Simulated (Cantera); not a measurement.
Charge: 1 mol CH₃SiH₃, 3 mol HCl, 14 mol H₂, equilibrated at 75.0 mbar.

Equilibrium computed with Cantera from the NASA thermochemical tables; the gas is ideal and each condensed phase is pure. Candidate condensed phases: C, C₆H₆, C₇H₈, C₈H₁₈, Si, SiC; 109 gas species. The feed counts by its element totals alone. The tables' values for SiCl, SiCl₃ are old estimates; treat these amounts as uncertain. Gases not in the tables: Si₂H₆ and higher silanes. Rates play no part.

x: gas mole fraction; n: condensed amount in mol.

```
T (K)   x H₂  x HCl       x H  x SiCl₂      x Cl  n C(graphite)  n SiC(s)
-----  -----  -----  --------  -------  --------  -------------  --------
1700   0.851  0.147  0.000496  0.00135   6.67e-5              ?     0.972
1750   0.851  0.146  0.000783  0.00160  0.000104              ?     0.967
1800   0.851  0.146   0.00121  0.00186  0.000158              ?     0.962
1850   0.850  0.145   0.00181  0.00215  0.000235         0.0345     0.956
1900   0.850  0.144   0.00267  0.00247  0.000342         0.0369     0.949
1950   0.849  0.143   0.00386  0.00280  0.000489         0.0384     0.942
2000   0.847  0.142   0.00547  0.00314  0.000684         0.0387     0.935
2050   0.846  0.141   0.00762  0.00350  0.000942         0.0374     0.926
2100   0.843  0.140    0.0104  0.00387   0.00128              ?     0.915
2150   0.839  0.138    0.0141  0.00425   0.00170              ?     0.903
```

Problem. Fill in the missing entries.

Solution. 
- 1700, n C(graphite): 0.0244
- 1750, n C(graphite): 0.0280
- 1800, n C(graphite): 0.0315
- 2100, n C(graphite): 0.0344
- 2150, n C(graphite): 0.0299
